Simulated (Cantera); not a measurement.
Feed: 1 mol Ta₂O₅, 260 mol H₂, 0.11 mol H₂O, held at 1.00 bar.

Equilibrium computed with Cantera from the NASA thermochemical tables; the gas is ideal and each condensed phase is pure. Candidate condensed phases: H₂O, Ta, Ta₂O₅; 12 gas species. Mutual solubility and eutectic melting of coexisting phases are not modelled. Condensed phases not in the tables: N, O or C dissolved in the metal. Kinetics and transport are ignored.

x: gas mole fraction; n: condensed amount in mol.

```csv
T (°C),x H₂,x H₂O,x H,x TaO₂,x OH,n Ta₂O₅(s),n Ta(s)
650,1.000,0.000423,2.45e-10,<1e-12,<1e-12,1.00,0
750,1.000,0.000423,4.14e-9,<1e-12,<1e-12,1.00,0
850,1.000,0.000423,4.26e-8,<1e-12,<1e-12,1.00,0
950,1.000,0.000423,3.01e-7,<1e-12,1.15e-12,1.00,0
1050,1.000,0.000423,1.59e-6,<1e-12,9.70e-12,1.00,0
1150,1.000,0.000423,6.64e-6,<1e-12,6.10e-11,1.00,0
1250,1.000,0.000423,2.31e-5,(withheld),3.01e-10,1.00,0
1350,1.000,0.000423,6.91e-5,(withheld),1.22e-9,1.00,0
1450,0.999,0.000443,0.000182,(withheld),4.43e-9,0.999,0.00207
1550,0.999,0.000779,0.000433,(withheld),2.35e-8,0.981,0.0370
1650,0.998,0.00129,0.000941,(withheld),1.04e-7,0.955,0.0899
```

Q: What belongs in the gaps?

A: 
- 1250, x TaO₂: 8.82e-12
- 1350, x TaO₂: 2.24e-10
- 1450, x TaO₂: 3.77e-9
- 1550, x TaO₂: 3.54e-8
- 1650, x TaO₂: 2.61e-7
